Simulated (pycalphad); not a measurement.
All values are pycalphad results on the COST 507 light-alloy database (1999) (1 atm), not direct measurements. The database dates from 1999; later assessments differ in places, in temperatures and in the compounds included. Amounts are mole fractions of atoms.

Task: Give the equilibrium state of Si-44.8Sn (at.%) at 1050 K.

Result: diamond (Si), fraction 0.550, with <0.01 Sn at.%; liquid, fraction 0.450, with 99.45 Sn at.%.
